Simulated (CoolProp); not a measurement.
A single-stage vapour-compression cycle with vinyl chloride: evaporating at 221.15 K (dew point), condensing at 288.15 K (bubble point), superheat 5 K, subcooling 2 K, compressor efficiency 0.9, no pressure losses. Each further row changes one setting.

Model: reference Helmholtz-energy equation of state, Thol 2022, in CoolProp.

| case | cooling COP | pressure ratio | discharge temperature (K) | refrigerating effect (kJ/kg) | volumetric capacity (kJ/m³) |
|---|---|---|---|---|---|
| as stated | 2.34 | 18.9 | 375.2 | 293 | 150 |
| evaporating temperature 226.15 K | 2.65 | 14.1 | 365.7 | 296 | 199 |
| condensing temperature 283.15 K | 2.58 | 16.0 | 366.2 | 300 | 154 |
| subcooling 7 K | 2.40 | 18.9 | 375.2 | 300 | 154 |
| superheat 15 K | 2.31 | 18.9 | 387.0 | 300 | 147 |
| compressor efficiency 0.8 | 2.08 | 18.9 | 390.4 | 293 | 150 |
